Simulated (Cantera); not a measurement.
Feed: 1 mol CuO, a varied amount of CH₄, 0.47 mol H₂, equilibrated at 2300 K and 17.0 Pa.

Cantera equilibrium calculation (NASA polynomials, part measured and part estimated; ideal gas, pure solids and liquids). Candidate condensed phases: C, C₆H₆, C₇H₈, C₈H₁₈, Cu, CuO, Cu(OH)₂, Cu₂O, H₂O; 113 gas species. Equilibrium is a limit: real reactors are often held back by kinetics, nucleation or transport.

Task: At 0.83 mol CH₄, list the 4 most abundant gas species with their mole fractions, and the condensed phases.

Result: H 0.359, H₂ 0.234, Cu 0.205, CO 0.168. Condensed: gas only.
